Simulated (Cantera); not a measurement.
## Thermodynamics of sublimation and decomposition of ceramics, feed Si3N4 + Si + H2 + C

Feed: 1 mol Si3N4, 0.21 mol Si, a varied amount of H2, 0.0041 mol C, held at 2648.15 K and 10.0 mbar.

Equilibrium computed with Cantera from the NASA thermochemical tables; the gas is ideal and each condensed phase is pure. Candidate condensed phases: C, C6H6, C7H8, C8H18, Si, SiC, Si3N4; 105 gas species. The tables' values for SiN are old estimates; treat these amounts as uncertain. Gases not in the tables: Si2H6 and higher silanes. Equilibrium is a limit: real reactors are often held back by kinetics, nucleation or transport.

From 0.31 mol H2 to 7.1 mol H2 nothing is condensed. The main Si-bearing gas is Si throughout.

```
n(H2) (mol)  log p Si  log p H2  log p N2  log p H
-----------  --------  --------  --------  -------
0.31            -2.26     -3.68     -2.45    -3.17
0.92            -2.32     -3.12     -2.51    -2.89
1.5             -2.37     -2.91     -2.56    -2.79
2.2             -2.42     -2.76     -2.61    -2.71
2.8             -2.46     -2.68     -2.65    -2.67
3.4             -2.49     -2.62     -2.69    -2.64
4               -2.52     -2.58     -2.72    -2.62
4.6             -2.55     -2.54     -2.75    -2.60
5.2             -2.58     -2.51     -2.78    -2.59
5.8             -2.61     -2.49     -2.80    -2.58
6.5             -2.64     -2.46     -2.83    -2.56
7.1             -2.66     -2.45     -2.85    -2.56
```
log p: log10 of the partial pressure in bar; nothing condenses.
